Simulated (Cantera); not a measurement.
A freely propagating, adiabatic, planar premixed flame of 20.8 % H₂, 16.5 % O₂, 62.7 % N₂, unburnt at 675 K and 1430 Torr; unity-Lewis-number transport, grid criteria slope 0.08 and curve 0.16, no radiation.

Cantera simulation using the H2/O2 subset of GRI-Mech 3.0, which has no nitrogen chemistry; the numbers are that mechanism's predictions, not measurements. Unity Lewis numbers drop preferential diffusion, which matters most where H2 and H carry the flame. Burning velocities carry a grid error of a few per cent, more on coarse grids. Lean hydrogen flames are cellular in practice and burn faster than this planar one.

x: mole fraction of selected species; z is measured from the peak of heat release.

```tsv
z (mm)	T (K)	u (m/s)	x H₂	x O₂	x H₂O₂	x H₂O	x H	x O
-0.436	675	4.65	0.208	0.165	<1e-8	2.74e-7	<1e-8	<1e-8
-0.291	675	4.65	0.208	0.165	1.06e-8	6.65e-6	<1e-8	<1e-8
-0.218	675	4.65	0.208	0.165	6.60e-8	4.16e-5	<1e-8	1.00e-8
-0.145	678	4.67	0.207	0.165	5.83e-7	0.000379	7.17e-8	3.00e-7
-0.0726	[?]	5.15	0.199	0.161	9.00e-6	0.00982	0.000143	4.95e-5
-0.0363	[?]	6.71	0.163	0.144	1.43e-5	0.0467	0.00433	0.000896
0	[?]	8.93	0.0833	0.107	9.49e-6	0.120	0.0223	0.00636
0.0363	1599	10.3	0.0321	0.0788	4.44e-6	0.170	0.0279	0.0127
0.0726	1731	11.1	0.0195	0.0708	2.56e-6	0.186	0.0217	0.0134
0.145	1871	11.8	0.0140	0.0677	1.40e-6	0.198	0.0128	0.0105
0.291	1993	12.5	0.00931	0.0665	8.36e-7	0.209	0.00603	0.00667
0.581	2085	13.0	0.00516	0.0661	5.36e-7	0.218	0.00225	0.00356
1.16	2142	13.3	0.00241	0.0664	3.60e-7	0.224	0.000675	0.00164
```

Task: What belongs in the gaps?

Result: 
- -0.0726, T (K): 751
- -0.0363, T (K): 994
- 0, T (K): 1356
